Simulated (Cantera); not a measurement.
Input (Python, Cantera) and output of one run.

```python
import numpy as np
import cantera as ct

gas_names = """
    O3 TaO2
""".split()
cond_names = """
    TaC(s) TaC(L) C(gr)
""".split()


# ... load() reads the species with a 1 bar reference pressure and builds the phases ...
species = {s.name: s for s in load("nasa_gas.yaml", gas_names) + load("nasa_condensed.yaml", cond_names)}
# Each term lists the table entries of one substance; the one whose range holds T is used.
reactions = {
    '2 O3(g) + 3 TaC = 3 TaO2(g) + 3 C':
        [(-2, ['O3']), (-3, ['TaC(s)', 'TaC(L)']), (3, ['TaO2']), (3, ['C(gr)'])],
}


def pick(names, T):
    return next(species[n] for n in names if species[n].thermo.min_temp <= T <= species[n].thermo.max_temp)


results = []
for label, terms in reactions.items():
    print(label)
    print("     T/K   dH/kJ  dS/(J/K)   dG/kJ   log10 K")
    for T in [1773, 1848, 1923, 1998, 2073, 2148, 2223, 2298, 2373]:
        used = [(nu, pick(names, T)) for nu, names in terms]
        dH = sum(nu * s.thermo.h(T) for nu, s in used) / 1e6
        dS = sum(nu * s.thermo.s(T) for nu, s in used) / 1e3
        dG = dH - T * dS / 1e3
        logK = -dG * 1e6 / (ct.gas_constant * T * np.log(10))
        results.append((label, T, dH, dS, dG, logK, [s.name for _, s in used]))
        print(f"{T:8g} {dH:8.1f} {dS:8.1f} {dG:8.1f} {logK:8.2f}")
```

Output:

```
2 O3(g) + 3 TaC = 3 TaO2(g) + 3 C
     T/K   dH/kJ  dS/(J/K)   dG/kJ   log10 K
    1773   -506.8    191.5   -846.2    24.93
    1848   -510.9    189.2   -860.5    24.32
    1923   -515.3    186.8   -874.6    23.76
    1998   -520.1    184.4   -888.5    23.23
    2073   -525.2    181.9   -902.2    22.73
    2148   -530.7    179.3   -915.8    22.27
    2223   -536.4    176.6   -929.1    21.83
    2298   -542.6    173.9   -942.3    21.42
    2373   -549.1    171.2   -955.2    21.03
```

Source: NASA polynomial tables (part measured, part estimated), evaluated in Cantera. TaC: taken at fixed stoichiometry. Condensed species are held in their standard states even where they would react or evaporate.
